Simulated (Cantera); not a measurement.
A freely propagating, adiabatic, planar premixed flame of H2 : O2 : N2 = 1 : 0.455 : 1.23 (molar parts), unburnt at 325 K and 13300 Pa; mixture-averaged transport, grid criteria slope 0.08 and curve 0.16, no radiation.

Computed with Cantera and the H2/O2 subset of GRI-Mech 3.0, which has no nitrogen chemistry. Burning velocities carry a grid error of a few per cent, more on coarse grids.

### Question
What does this change do: H2 1 to 0.76 parts?

### Answer
```json
[
 {"quantity": "laminar burning velocity", "before": "310 cm/s", "after": "262 cm/s"},
 {"quantity": "thermal thickness", "before": "4.88 mm", "after": "4.74 mm"},
 {"quantity": "peak x(HO2)", "before": "0.000161", "after": "0.000163"},
 {"quantity": "peak x(H2O2)", "before": "4.89e-5", "after": "4.71e-5"},
 {"quantity": "peak x(OH)", "before": "0.0230", "after": "0.0234"}
]
```
